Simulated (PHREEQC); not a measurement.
Consider water at 24 °C with 0.00023 mol H2SO4, 0.014 mol K2SO4 and 9.3e-05 mol CO2 per kg of water. Closed to the air; pH follows from the charge balance.

Equilibrium calculation in PHREEQC: ion-association model, phreeqc.dat.

Precipitation was switched off in this run.

What pH does the model give?

pH 3.61.

In which forms is S present?

SO4-2 91 %, KSO4- 8.1 %, HSO4- 1.2 % of the S.
